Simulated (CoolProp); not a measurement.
Vapour-liquid equilibrium of propane (1) + R236EA (2) at 338.7 K; x and y are mole fractions of (1).

Model: multi-fluid Helmholtz-energy mixture model, Lemmon 2009 and Rui 2013; pair parameters Bell 2016, in CoolProp.

**Question.** Give the bubble pressure and the first vapour's composition at x = 0.15, 0.25, 0.75. Is there an azeotrope?

**Answer.** x = 0.15: 12.71 bar, y = 0.456; x = 0.25: 15.52 bar, y = 0.567; x = 0.75: 22.66 bar, y = 0.814. No azeotrope shows between x = 0.05 and 0.95.

The pair parameters rest on a limited set of measurements; away from them the model extrapolates.
